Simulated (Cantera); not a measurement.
A closed system holds: 1 mol Si, 0.77 mol Cl2, 3.8 mol H2, at 750 K and 975 Torr.

Method: chemical equilibrium by Gibbs-energy minimisation in Cantera with the NASA 1993 tables (ideal gas, pure condensed phases). Candidate condensed phases: Si; 19 gas species. Rates play no part.

Base state: H2 0.894, SiCl4 0.0589, SiHCl3 0.0438, SiH2Cl2 0.00239, HCl 0.000545, SiH3Cl 2.90e-5 (mole fractions); condensed: Si(s).

### Question
What changes in the equilibrium state with this change: temperature from 750 K to 848.15 K?

### Answer
| species | before | after |
|---|---|---|
| H2 | 0.894 | 0.894 |
| SiCl4 | 0.0589 | 0.0595 |
| SiHCl3 | 0.0438 | 0.0422 |
| HCl | 0.000545 | 0.00205 |
| SiCl3 | 9.58e-6 | 6.78e-5 |
| SiH3Cl | 2.90e-5 | 3.86e-5 |
| SiH2Cl2 | 0.00239 | 0.00262 |
| Si(s), mol | 0.565 | 0.568 |
The tables' values for SiCl3 are old estimates; treat these amounts as uncertain.

### Question
What changes in the equilibrium state with this change: Si replaced by SiCl4?

### Answer
```
species       before     after
----------  --------  --------
H2             0.894     0.544
HCl         0.000545     0.277
SiCl4         0.0589     0.179
SiHCl3        0.0438  0.000160
SiH2Cl2      0.00239   1.04e-8
SiH3Cl       2.90e-5     <1e-9
Si(s), mol     0.565         0
```

### Question
What changes in the equilibrium state with this change: temperature from 750 K to 973.15 K?

### Answer
| species | before | after |
|---|---|---|
| H2 | 0.894 | 0.890 |
| SiCl4 | 0.0589 | 0.0592 |
| SiHCl3 | 0.0438 | 0.0400 |
| HCl | 0.000545 | 0.00742 |
| SiCl2 | 2.87e-7 | 9.94e-5 |
| SiCl3 | 9.58e-6 | 0.000453 |
| Si(s), mol | 0.565 | 0.575 |
The tables' values for SiCl3 are old estimates; treat these amounts as uncertain.
